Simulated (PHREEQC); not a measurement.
NaHCO3 is added in steps, without added water, to 1 kg of water holding 0.0012 mol MnSO4, at 25 °C. No oxygen is let in. CO2 from the air is kept out. The run lets Rhodochrosite, Pyrochroite, Mirabilite, Nahcolite, Natron precipitate or redissolve, and no other solid.

Base run: PHREEQC, ion-association model, wateq4f.dat. Each further column changes one thing. The table gives CO2 (mol/kgw).

```csv
NaHCO3 added (mol),base,6.3e-05 mol/kgw Ag2SO4 added,MnSO4 from 0.0012 to 0.012 mol/kgw,diluted 2-fold with water,no solid may form
0,0,0,0,0,0
9e-05,2.06e-5,2.05e-5,2.75e-5,1.68e-5,6.10e-6
0.00021,6.19e-5,6.17e-5,7.57e-5,5.31e-5,1.36e-5
0.0003,9.56e-5,9.54e-5,0.000114,8.32e-5,?
0.00039,0.000131,0.000130,0.000153,0.000114,2.47e-5
0.00051,0.000178,0.000178,0.000206,0.000156,3.20e-5
0.0006,0.000214,0.000214,?,0.000188,3.75e-5
0.00069,0.000251,0.000250,0.000288,?,4.28e-5
0.00081,0.000299,0.000299,0.000342,?,4.99e-5
0.0009,0.000336,0.000335,0.000384,0.000290,?
0.00099,0.000373,0.000372,0.000425,?,6.04e-5
0.00111,0.000421,0.000420,0.000480,0.000356,6.73e-5
0.0012,0.000457,0.000457,0.000522,0.000381,?
```

### Question
Fill in the missing entries.

### Answer

- 0.0003, no solid may form: 1.92e-5
- 0.0006, MnSO4 from 0.0012 to 0.012 mol/kgw: 0.000247
- 0.00069, diluted 2-fold with water: 0.000219
- 0.00081, diluted 2-fold with water: 0.000260
- 0.0009, no solid may form: 5.52e-5
- 0.00099, diluted 2-fold with water: 0.000319
- 0.0012, no solid may form: 7.24e-5

 In at least one series the solution becomes supersaturated in solids that the run did not let form, among them Rhodochrosite. Solids allowed in the column '6.3e-05 mol/kgw Ag2SO4 added': Rhodochrosite, Pyrochroite, Ag2O, Ag2CO3, Ag2SO4, Mirabilite, Nahcolite, Natron.
